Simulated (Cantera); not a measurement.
Input (Python, Cantera) and output of one run.

```python
import numpy as np
import cantera as ct

gas_names = [...]  # 123 gases of nasa_gas.yaml made of C, H, O, Si
cond_names = """
    C(gr) C6H6(L) C7H8(L) C8H18(L),n-octa H2O(s) H2O(L) Si(cr) Si(L) SiC(b) SiO2(Lqz) SiO2(hqz) SiO2(L)
""".split()


# ... load() reads the species with a 1 bar reference pressure and builds the phases ...
atoms = {
    'Si': {'Si': 1},
    'O2': {'O': 2},
    'H2': {'H': 2},
    'CO2': {'C': 1, 'O': 2},
}
top_T = {'C(gr)': 4500, 'SiC(b)': 3050}  # K; cautious upper limits of use, not melting points


# ... equilibrate(T, P, feed) seeds the gas with the atoms and calls Mixture.equilibrate('TP', solver="vcs", rtol=1e-11, max_steps=5000) ...
results = []
feed = {'Si': 1, 'O2': 0.079, 'H2': 2, 'CO2': 0.056}  # mol
P = 210000  # Pa
for T in [1775, 1800, 1825, 1850, 1875, 1900, 1925]:
    mix = equilibrate(T, P, feed)
    results.append((T, P, feed, dict(zip(mix.species_names, mix.species_moles))))
    x = sorted(zip(gas.X, gas.species_names), reverse=True)
    print(f"T = {T:g} K  P = {P:g} Pa  gas = {mix.phase_moles(0):.4g} mol")
    print("   x: " + "  ".join(f"{s} {v:.3e}" for v, s in x if v > 0.0001))
    print("   condensed (mol): " + ("  ".join(f"{mix.phase(i).name} {mix.phase_moles(i):.4g}"
          for i in range(1, mix.n_phases) if mix.phase_moles(i) > 1e-12) or "none"))
```

It prints:

```
T = 1775 K  P = 210000 Pa  gas = 2.033 mol
   x: H2 9.833e-01  SiO 1.503e-02  CO 1.338e-03  H 1.981e-04
   condensed (mol): Si(L) 0.7979  SiC(b) 0.0532  SiO2(L) 0.1183
T = 1800 K  P = 210000 Pa  gas = 2.045 mol
   x: H2 9.775e-01  SiO 2.006e-02  CO 2.095e-03  H 2.443e-04
   condensed (mol): Si(L) 0.795  SiC(b) 0.05164  SiO2(L) 0.1123
T = 1825 K  P = 210000 Pa  gas = 2.062 mol
   x: H2 9.698e-01  SiO 2.656e-02  CO 3.237e-03  H 2.993e-04
   condensed (mol): Si(L) 0.7917  SiC(b) 0.04925  SiO2(L) 0.1042
T = 1850 K  P = 210000 Pa  gas = 2.083 mol
   x: H2 9.597e-01  SiO 3.488e-02  CO 4.941e-03  H 3.642e-04
   condensed (mol): Si(L) 0.7882  SiC(b) 0.04563  SiO2(L) 0.09345
T = 1875 K  P = 210000 Pa  gas = 2.112 mol
   x: H2 9.465e-01  SiO 4.545e-02  CO 7.455e-03  H 4.401e-04
   condensed (mol): Si(L) 0.7847  SiC(b) 0.04017  SiO2(L) 0.07903
T = 1900 K  P = 210000 Pa  gas = 2.151 mol
   x: H2 9.293e-01  SiO 5.880e-02  CO 1.112e-02  H 5.279e-04  H2O 1.042e-04
   condensed (mol): Si(L) 0.7817  SiC(b) 0.03199  SiO2(L) 0.05969
T = 1925 K  P = 210000 Pa  gas = 2.203 mol
   x: H2 9.072e-01  SiO 7.553e-02  CO 1.641e-02  H 6.283e-04  H2O 1.217e-04
   condensed (mol): Si(L) 0.7801  SiC(b) 0.01975  SiO2(L) 0.03358
```

Equilibrium computed with Cantera from the NASA thermochemical tables; the gas is ideal and each condensed phase is pure. Each liquid is taken as pure. Mutual solubility and eutectic melting of coexisting phases are not modelled. The tables hold silica as quartz up to 1696 K and as liquid above; real silica turns to tridymite and cristobalite and melts near 1996 K. Gases not in the tables: Si2H6 and higher silanes.
